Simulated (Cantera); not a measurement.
Input: 1 mol PbO, 0.063 mol H2, 97 mol N2, at 1 atm.

Equilibrium computed with Cantera from the NASA thermochemical tables; the gas is ideal and each condensed phase is pure. Candidate condensed phases: H2O, Pb, PbO, PbO2, Pb3O4; 27 gas species. Mutual solubility and eutectic melting of coexisting phases are not modelled. Equilibrium is a limit: real reactors are often held back by kinetics, nucleation or transport.

Q: Which condensed phases are stable at each of these points (T (K)): 698, 748, 798, 848, 898, 948, 998, 1048, 1098, 1148?

A: 
```tsv
T (K)	condensed phases	Pb condensed (%)
698	Pb(l) + PbO(red)	100.0
748	Pb(l) + PbO(red)	100.0
798	Pb(l) + PbO(yellow)	100.0
848	Pb(l) + PbO(yellow)	100.0
898	Pb(l) + PbO(yellow)	100.0
948	Pb(l) + PbO(yellow)	100.0
998	Pb(l) + PbO(yellow)	99.8
1048	Pb(l) + PbO(yellow)	99.6
1098	Pb(l) + PbO(yellow)	98.8
1148	Pb(l) + PbO(yellow)	97.1
```

From 698 K to 748 K the condensed part is Pb(l) + PbO(red). From 798 K to 1148 K the condensed part is Pb(l) + PbO(yellow).
